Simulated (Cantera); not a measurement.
A perfectly stirred reactor is fed with CH4 : C2H6 : O2 : N2 = 1 : 0.032 : 1.62 : 16.2 (molar parts), equivalence ratio 1.3, at 1000000 Pa; it is adiabatic with a 373 K inlet, and is followed from long to short residence time, starting on the burning branch (τ in s: 0.12, 0.068, 0.038, 0.021, 0.011, 0.0063, 0.0034, 0.0019, 0.001, 0.00057, 0.00031, 0.00017, 9.5e-05).

Cantera simulation using GRI-Mech 3.0 (53 species, 325 reactions); the numbers are that mechanism's predictions, not measurements.

Q: What does this change do: pressure from 1000000 Pa to 27000 Pa?

A: 
| quantity | before | after |
|---|---|---|
| blow-out, bracketed by the residence times tried | burning at 68.0 ms, out at 38.0 ms | not reached |
| x(CH4) at τ = 0.120 s | 0.00717 | 0.0530 |
| x(C2H6) at τ = 0.120 s | 0.000153 | 0.00170 |
| x(O2) at τ = 0.120 s | 0.00566 | 0.0859 |
| x(CH3) at τ = 0.120 s | 1.11e-5 | <1e-12 |
| x(CO2) at τ = 0.120 s | 0.0281 | <1e-12 |
| x(CH4) at τ = 3.40 ms | 0.0530 | 0.0530 |
| x(C2H6) at τ = 3.40 ms | 0.00170 | 0.00170 |
| x(O2) at τ = 3.40 ms | 0.0859 | 0.0859 |
| x(CH3) at τ = 3.40 ms | <1e-12 | <1e-12 |
| x(CO2) at τ = 3.40 ms | <1e-12 | <1e-12 |
| state | not reached | not burning at any residence time tried |

Q: What does this change do: inlet temperature 373 to 675 K?

A: 
```csv
quantity,before,after
"blow-out, bracketed by the residence times tried","burning at 68.0 ms, out at 38.0 ms","burning at 6.30 ms, out at 3.40 ms"
x(CH4) at τ = 0.120 s,0.00717,0.00456
x(C2H6) at τ = 0.120 s,0.000153,3.23e-5
x(O2) at τ = 0.120 s,0.00566,0.00155
x(CH3) at τ = 0.120 s,1.11e-5,2.91e-5
x(CO2) at τ = 0.120 s,0.0281,0.0312
x(CH4) at τ = 3.40 ms,0.0530,0.0530
x(C2H6) at τ = 3.40 ms,0.00170,0.00170
x(O2) at τ = 3.40 ms,0.0859,0.0859
x(CH3) at τ = 3.40 ms,<1e-12,<1e-12
x(CO2) at τ = 3.40 ms,<1e-12,<1e-12
```
